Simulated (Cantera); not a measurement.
Input: 1 mol CaO, 19 mol HBr, 8.6 mol O2, held at 1525 K and 30.0 Pa.

Cantera equilibrium calculation (NASA polynomials, part measured and part estimated; ideal gas, pure solids and liquids). Candidate condensed phases: Br2, Ca, CaBr2, CaO, Ca(OH)2, H2O; 19 gas species. Equilibrium is a limit: real reactors are often held back by kinetics, nucleation or transport.

Base state: Br 0.525, H2O 0.276, O2 0.139, HBr 0.0445, CaBr2 0.0137, OH 0.00110, Br2 0.000711, O 0.000122 (mole fractions); condensed: CaO(s).

**Question.** What changes in the equilibrium state with this change: CaO replaced by MgO?

**Answer.** 
```json
[
 {"species": "Br", "before": "0.525", "after": "0.546"},
 {"species": "H2O", "before": "0.276", "after": "0.273"},
 {"species": "O2", "before": "0.139", "after": "0.132"},
 {"species": "CaBr2", "before": "0.0137", "after": "0"},
 {"species": "HBr", "before": "0.0445", "after": "0.0466"},
 {"species": "MgBr2", "before": "0", "after": "0.000332"},
 {"species": "Br2", "before": "0.000711", "after": "0.000769"},
 {"species": "O", "before": "0.000122", "after": "0.000119"},
 {"species": "OH", "before": "0.00110", "after": "0.00108"},
 {"species": "H2", "before": "0.000112", "after": "0.000114"},
 {"species": "H", "before": "1.45e-5", "after": "1.46e-5"},
 {"species": "CaO(s), mol", "before": "0.566", "after": "0"},
 {"species": "MgO(s), mol", "before": "0", "after": "0.989"}
]
```
Further candidate phases: Mg, MgBr2, MgO, Mg(OH)2.
